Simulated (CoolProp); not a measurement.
Tetrahydrofuran along the isobar 0.982 MPa: fugacity coefficient from the reference equation and from simpler models built on Tc = 540.2 K, pc = 5.304 MPa, ω = 0.234; each cubic takes its own stable root.

Values from CoolProp's reference Helmholtz-energy equation of state, Fiedler 2023.

```csv
T (K),phase,reference
356.8,liquid,0.1743
362.2,liquid,0.2019
367.6,liquid,0.2326
373.1,liquid,0.2672
378.5,liquid,0.3047
383.9,liquid,0.3456
389.3,liquid,0.3903
394.8,liquid,0.4398
400.2,liquid,0.4923
405.6,liquid,0.5489
411,liquid,0.6096
416.5,liquid,0.6758
421.9,liquid,0.7450
427.3,liquid,0.8184
432.7,gas,0.8734
438.1,gas,0.8782
```

Question: How far does each simpler model (van der Waals, Redlich-Kwong, Peng-Robinson) lie from the reference over these 16 states: mean and median of the absolute difference, and the worst?

Answer: 
- van der Waals: mean 118.6 %, median 90.9 %, worst +309.8 % at 356.8 K and 0.982 MPa
- Redlich-Kwong: mean 33.8 %, median 37.8 %, worst +57.1 % at 356.8 K and 0.982 MPa
- Peng-Robinson: mean 0.4 %, median 0.5 %, worst -0.7 % at 438.1 K and 0.982 MPa

At some of these states van der Waals, Redlich-Kwong gives the other phase, because its saturation line lies elsewhere.
